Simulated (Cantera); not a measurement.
Charge: 1 mol Fe3O4, 110 mol H2, 0.078 mol H2O, at 1602 °C.

Method: chemical equilibrium by Gibbs-energy minimisation in Cantera with the NASA 1993 tables (ideal gas, pure condensed phases). Candidate condensed phases: Fe, FeO, Fe(OH)2, Fe(OH)3, Fe2O3, Fe3O4, H2O; 12 gas species. Kinetics and transport are ignored.

### Question
Which condensed phases are stable at each of these points (P (Pa)): 10, 36, 130, 460, 1700, 6000, 22000, 77000, 280000, 1000000?

### Answer
```
P (Pa)   condensed phases  Fe condensed (%)
-------  ----------------  ----------------
10               gas only               0.0
36               gas only               0.0
130              gas only               0.0
460                 Fe(l)              33.8
1700                Fe(l)              82.3
6000                Fe(l)              95.0
22000               Fe(l)              98.6
77000               Fe(l)              99.6
280000              Fe(l)              99.9
1000000             Fe(l)             100.0
```

From 10.0 Pa to 1.30 mbar nothing is condensed. From 4.60 mbar to 10.0 bar the condensed part is Fe(l).
